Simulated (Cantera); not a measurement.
# Thermodynamics of hydrogen reduction and annealing atmospheres, feed FeS2 + H2

Charge: 1 mol FeS2, 34 mol H2, held at 8.30 mbar.

These are equilibrium values from Cantera (NASA tables, ideal gas, pure condensed phases), not measurements of a reactor. Candidate condensed phases: Fe, FeS, FeS2, S; 8 gas species. Metal and sulfide melt together well below either melting point, which pure phases cannot show. Mutual solubility and eutectic melting of coexisting phases are not modelled. FeS: taken at fixed stoichiometry. Gases not in the tables: S3 to S7. Equilibrium is a limit: real reactors are often held back by kinetics, nucleation or transport.

```json
[
 {"T (K)": "950", "x H2": "0.971", "x H2S": "0.0294", "x S2": "1.92e-6", "x Fe": "<1e-12", "x H": "6.02e-9", "x SH": "6.98e-7", "x S": "2.68e-11", "n FeS(s)": "1.00", "n FeS(l)": "0", "n Fe(γ)": "0", "n Fe(δ)": "0", "n Fe(l)": "0"},
 {"T (K)": "1025", "x H2": "0.971", "x H2S": "0.0294", "x S2": "1.01e-5", "x Fe": "<1e-12", "x H": "4.71e-8", "x SH": "3.20e-6", "x S": "4.56e-10", "n FeS(s)": "1.00", "n FeS(l)": "0", "n Fe(γ)": "0", "n Fe(δ)": "0", "n Fe(l)": "0"},
 {"T (K)": "1100", "x H2": "0.971", "x H2S": "0.0293", "x S2": "4.27e-5", "x Fe": "1.15e-11", "x H": "2.80e-7", "x SH": "1.19e-5", "x S": "5.27e-9", "n FeS(s)": "1.00", "n FeS(l)": "0", "n Fe(γ)": "0", "n Fe(δ)": "0", "n Fe(l)": "0"},
 {"T (K)": "1175", "x H2": "0.971", "x H2S": "0.0291", "x S2": "0.000148", "x Fe": "3.10e-10", "x H": "1.33e-6", "x SH": "3.73e-5", "x S": "4.44e-8", "n FeS(s)": "1.00", "n FeS(l)": "0", "n Fe(γ)": "0", "n Fe(δ)": "0", "n Fe(l)": "0"},
 {"T (K)": "1250", "x H2": "0.971", "x H2S": "0.0284", "x S2": "0.000429", "x Fe": "5.65e-9", "x H": "5.23e-6", "x SH": "0.000100", "x S": "2.86e-7", "n FeS(s)": "1.00", "n FeS(l)": "0", "n Fe(γ)": "0", "n Fe(δ)": "0", "n Fe(l)": "0"},
 {"T (K)": "1325", "x H2": "0.972", "x H2S": "0.0271", "x S2": "0.00104", "x Fe": "7.57e-8", "x H": "1.77e-5", "x SH": "0.000234", "x S": "1.45e-6", "n FeS(s)": "1.000", "n FeS(l)": "0", "n Fe(γ)": "0", "n Fe(δ)": "0", "n Fe(l)": "0"},
 {"T (K)": "1400", "x H2": "0.973", "x H2S": "0.0247", "x S2": "0.00208", "x Fe": "7.98e-7", "x H": "5.27e-5", "x SH": "0.000477", "x S": "5.88e-6", "n FeS(s)": "1.000", "n FeS(l)": "0", "n Fe(γ)": "0", "n Fe(δ)": "0", "n Fe(l)": "0"},
 {"T (K)": "1475", "x H2": "0.974", "x H2S": "0.0215", "x S2": "0.00347", "x Fe": "6.79e-6", "x H": "0.000140", "x SH": "0.000852", "x S": "1.96e-5", "n FeS(s)": "0", "n FeS(l)": "1.000", "n Fe(γ)": "0", "n Fe(δ)": "0", "n Fe(l)": "0"},
 {"T (K)": "1550", "x H2": "0.975", "x H2S": "0.0180", "x S2": "0.00495", "x Fe": "4.43e-5", "x H": "0.000341", "x SH": "0.00136", "x S": "5.51e-5", "n FeS(s)": "0", "n FeS(l)": "0.998", "n Fe(γ)": "0", "n Fe(δ)": "0", "n Fe(l)": "0"},
 {"T (K)": "1625", "x H2": "0.970", "x H2S": "0.0175", "x S2": "0.00913", "x Fe": "0.000209", "x H": "0.000763", "x SH": "0.00241", "x S": "0.000163", "n FeS(s)": "0", "n FeS(l)": "0.680", "n Fe(γ)": "0.312", "n Fe(δ)": "0", "n Fe(l)": "0"},
 {"T (K)": "1700", "x H2": "0.958", "x H2S": "0.0178", "x S2": "0.0175", "x Fe": "0.000758", "x H": "0.00158", "x SH": "0.00422", "x S": "0.000459", "n FeS(s)": "0", "n FeS(l)": "0", "n Fe(γ)": "0", "n Fe(δ)": "0.974", "n Fe(l)": "0"},
 {"T (K)": "1775", "x H2": "0.956", "x H2S": "0.0140", "x S2": "0.0185", "x Fe": "0.00245", "x H": "0.00311", "x SH": "0.00541", "x S": "0.000904", "n FeS(s)": "0", "n FeS(l)": "0", "n Fe(γ)": "0", "n Fe(δ)": "0.914", "n Fe(l)": "0"},
 {"T (K)": "1850", "x H2": "0.949", "x H2S": "0.0109", "x S2": "0.0188", "x Fe": "0.00705", "x H": "0.00576", "x SH": "0.00666", "x S": "0.00166", "n FeS(s)": "0", "n FeS(l)": "0", "n Fe(γ)": "0", "n Fe(δ)": "0", "n Fe(l)": "0.752"},
 {"T (K)": "1925", "x H2": "0.934", "x H2S": "0.00843", "x S2": "0.0184", "x Fe": "0.0183", "x H": "0.0101", "x SH": "0.00788", "x S": "0.00284", "n FeS(s)": "0", "n FeS(l)": "0", "n Fe(γ)": "0", "n Fe(δ)": "0", "n Fe(l)": "0.347"}
]
```
x: gas mole fraction; n: condensed amount in mol.

From 950 K to 1400 K the condensed part is FeS(s). From 1475 K to 1550 K the condensed part is FeS(l). At 1625 K the condensed part is Fe(γ) + FeS(l). From 1700 K to 1775 K the condensed part is Fe(δ). From 1850 K to 1925 K the condensed part is Fe(l).
